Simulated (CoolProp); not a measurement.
Model: reference Helmholtz-energy equation of state, Guder 2009, in CoolProp.

Problem. Give the vapour pressure (MPa), liquid cp (kJ/(kg K)), liquid viscosity (µPa s), liquid conductivity (mW/(m K)) of saturated sulfur hexafluoride at 251.1, 270.2, 279.7 K.

Solution. 
```csv
T (K),p (MPa),liquid cp (kJ/(kg K)),liquid viscosity (µPa s),liquid conductivity (mW/(m K))
251.1,0.645,0.931,268,68.7
270.2,1.15,1.02,194,62.7
279.7,1.49,1.09,165,59.5
```

Viscosity comes from a separate model (Quiñones-Cisneros 2012). Thermal conductivity comes from a separate model (Assael 2012).
